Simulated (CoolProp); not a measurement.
Model: reference Helmholtz-energy equation of state, Zhou 2012, in CoolProp.

Question: For m-xylene, give the phase and the Z, isothermal compressibility (1/MPa), expansivity (1/kK) at 78.55 °C and 0.0338 MPa.

Answer: 
- 78.55 °C and 0.0338 MPa: liquid; Z 0.00151, isothermal compressibility 0.00129, expansivity 1.12
